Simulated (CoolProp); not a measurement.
Saturation properties of cis-2-butene (Tc = 435.8 K, pc = 4.236 MPa, ω = 0.202).

Values from CoolProp's reference Helmholtz-energy equation of state, Lemmon 2005. It is a short technical equation, of lower accuracy than the large ones.

| T (K) | p (MPa) | liquid density (kg/m³) | vapour density (kg/m³) | liquid cp (kJ/(kg K)) | surface tension (mN/m) |
|---|---|---|---|---|---|
| 215.9 | 0.004489 | 705.5 | 0.1410 | 2.003 | 25.2 |
| 220.9 | 0.006260 | 700.3 | 0.1924 | 2.010 | 24.5 |
| 226 | 0.008632 | 695.0 | 0.2597 | 2.019 | 23.7 |
| 231 | 0.01164 | 689.8 | 0.3432 | 2.029 | 23.0 |
| 236 | 0.01546 | 684.5 | 0.4472 | 2.039 | 22.3 |
| 241.1 | 0.02037 | 679.1 | 0.5779 | 2.051 | 21.6 |
| 246.1 | 0.02634 | 673.8 | 0.7342 | 2.063 | 20.9 |
| 251.1 | 0.03366 | 668.4 | 0.9224 | 2.077 | 20.3 |
| 256.2 | 0.04273 | 662.9 | 1.152 | 2.091 | 19.6 |
| 261.2 | 0.05343 | 657.5 | 1.418 | 2.106 | 18.9 |
| 266.2 | 0.06616 | 652.0 | 1.730 | 2.122 | 18.2 |
| 271.3 | 0.08150 | 646.3 | 2.101 | 2.139 | 17.5 |
| 276.3 | 0.09913 | 640.7 | 2.522 | 2.157 | 16.9 |
| 281.3 | 0.1196 | 635.1 | 3.006 | 2.175 | 16.2 |
| 286.3 | 0.1432 | 629.3 | 3.560 | 2.195 | 15.6 |

It boils at 276.9 K under 1 atm.

Surface tension comes from a separate correlation (Mulero 2014).
